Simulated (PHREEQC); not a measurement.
Solution A (100 mmol/kgw NiSO4, 0.14 mmol/kgw Na2SO4 and 15 mmol/kgw H2SO4) is mixed with solution B (1.2 mmol/kgw LiOH, 0.24 mmol/kgw Na2SiO3 and 21 mmol/kgw Na2CO3) at 20 °C; shares are by mass of water, 1 kg in all. Oxygen alone is held at its pressure in air (log pO2 = -0.68). No CO2 enters from the air. Only these solids could form: Ni(OH)2, NiCO3, Ni4(OH)6SO4, Quartz, Mirabilite, Morenosite, Nahcolite, Natron.

Model: ion-association model, wateq4f.dat, run in PHREEQC.

Problem. Predict pH at share of solution B = 0.1, 0.2, 0.7, 0.9.

Solution. 
```json
[
 {"share of solution B": "0.1", "pH": "2.12"},
 {"share of solution B": "0.2", "pH": "2.28"},
 {"share of solution B": "0.7", "pH": "6.38"},
 {"share of solution B": "0.9", "pH": "7.72"}
]
```

The database's Ni(OH)2 is the aged solid; a fresh precipitate is more soluble. The database's nickel carbonate constants are estimates that later reviews lower a good deal.
